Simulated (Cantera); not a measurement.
Feed: 1 mol Si(CH3)4, 0.58 mol C2H2, 38 mol H2, 0.032 mol HCl, equilibrated at 10.0 mbar.

Method: chemical equilibrium by Gibbs-energy minimisation in Cantera with the NASA 1993 tables (ideal gas, pure condensed phases). Candidate condensed phases: C, C6H6, C7H8, C8H18, Si, SiC; 109 gas species. The numbers say what is thermodynamically allowed, not how fast it happens. All values below are at 1373 K.

Base state: H2 0.999, HCl 0.000717, CH4 5.03e-5, H 3.33e-5 (mole fractions); condensed: C(graphite) + SiC(s).

What changes in the equilibrium state with this change: Si(CH3)4 replaced by SiCl4?


```json
[
 {"species": "H2", "before": "0.999", "after": "0.901"},
 {"species": "HCl", "before": "0.000717", "after": "0.0990"},
 {"species": "SiCl2", "before": "6.28e-9", "after": "0.000133"},
 {"species": "CH4", "before": "5.03e-5", "after": "4.09e-5"},
 {"species": "H", "before": "3.33e-5", "after": "3.16e-5"},
 {"species": "C(graphite), mol", "before": "4.16", "after": "0.164"},
 {"species": "SiC(s), mol", "before": "1.00", "after": "0.994"}
]
```
